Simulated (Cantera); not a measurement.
Ignition delay

Mixture: 11.2 % CH4, 18.7 % O2, 70.1 % N2, at 8.50 bar, adiabatic and at constant pressure. Ignition delay is the time to a rise of 400 K.

Computed with Cantera and GRI-Mech 3.0 (53 species, 325 reactions).

| T0 (K) | delay (ms) |
|---|---|
| 1075 | 33.0 |
| 1150 | 11.7 |
| 1225 | 4.56 |
| 1300 | 1.89 |
| 1375 | 0.829 |
| 1450 | 0.381 |
| 1525 | 0.183 |

```
Item                                                    Result
--------------------------------------------------  ----------
apparent activation energy between 1375 and 1525 K  180 kJ/mol
```
